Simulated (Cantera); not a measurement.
What does this Cantera script print?

```python
import numpy as np
import cantera as ct

gas_names = """
    Br Br2 H HBr H2 Si SiBr SiBr2 SiBr3 SiBr4 SiH SiHBr3 SiH2 SiH2Br2 SiH3 SiH3Br SiH4 Si2 Si3
""".split()
cond_names = """
    Br2(cr) Br2(L) Si(cr) Si(L)
""".split()


# ... load() reads the species with a 1 bar reference pressure and builds the phases ...
atoms = {
    'Si': {'Si': 1},
    'HBr': {'H': 1, 'Br': 1},
    'H2': {'H': 2},
}
top_T = {}  # K; cautious upper limits of use, not melting points


# ... equilibrate(T, P, feed) seeds the gas with the atoms and calls Mixture.equilibrate('TP', solver="vcs", rtol=1e-11, max_steps=5000) ...
results = []
feed = {'Si': 1, 'HBr': 5.8, 'H2': 17}  # mol
T = 948.15  # K
for P in [1, 4.2, 18, 75, 320, 1300, 5600, 24000, 100000]:
    mix = equilibrate(T, P, feed)
    results.append((T, P, feed, dict(zip(mix.species_names, mix.species_moles))))

top = {s: max(r[3][s] / sum(r[3][g] for g in gas_names) for r in results) for s in gas_names}
cols = sorted((s for s in top if top[s] > 1e-05), key=lambda s: -top[s])[:5]
seen = [c for c in cond_names if any(r[3].get(c, 0) > 1e-12 for r in results)]
print("log10 of partial pressures in bar; condensed amounts in mol")
print(f"{'P/Pa':>10s}" + "".join(f"{s[:9]:>10s}" for s in cols + seen))
for T, P, feed, n in results:
    ng = sum(n[g] for g in gas_names)
    print(f"{P:10.4g}" + "".join(f"{np.log10(max(n[s] / ng * P / 1e5, 1e-99)):10.3f}" for s in cols)
          + "".join(f"{n.get(c, 0):10.4g}" for c in seen))
```

It prints:

```
log10 of partial pressures in bar; condensed amounts in mol
      P/Pa        H2       HBr     SiBr4     SiBr2    SiHBr3    Si(cr)
         1    -5.090    -5.833    -6.840    -6.603    -8.685   0.08892
       4.2    -4.455    -5.296    -5.963    -6.165    -7.710   0.02954
        18    -3.813    -4.747    -5.190    -5.846    -6.843         0
        75    -3.188    -4.174    -4.508    -5.688    -6.110         0
       320    -2.556    -3.563    -3.855    -5.623    -5.436         0
      1300    -1.947    -2.960    -3.239    -5.604    -4.814         0
      5600    -1.312    -2.328    -2.603    -5.598    -4.175         0
   2.4e+04    -0.680    -1.696    -1.970    -5.597    -3.542         0
     1e+05    -0.060    -1.077    -1.350    -5.596    -2.922         0
```

Cantera equilibrium calculation (NASA polynomials, part measured and part estimated; ideal gas, pure solids and liquids). The tables' values for SiBr3 are old estimates; treat these amounts as uncertain.
